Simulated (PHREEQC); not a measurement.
Consider water at 20 °C with 0.23 mol NaH2PO4, 0.00042 mol HF and 1.5e-05 mol H4SiO4 per kg of water. Closed to the air; pH follows from the charge balance.

Model: ion-association model, phreeqc.dat, run in PHREEQC.

Problem. The ionic strength comes out as 0.231 mol/kgw. What activity coefficients do H2PO4-, HPO4-2, H+, Na+, F- get?

Solution. H2PO4- 0.74, HPO4-2 0.29, H+ 0.79, Na+ 0.74, F- 0.70.

This is a speciation only: nothing precipitates in the calculation. Species that the database lacks are ignored. SiF6-2 is the database's only silicon fluoride.
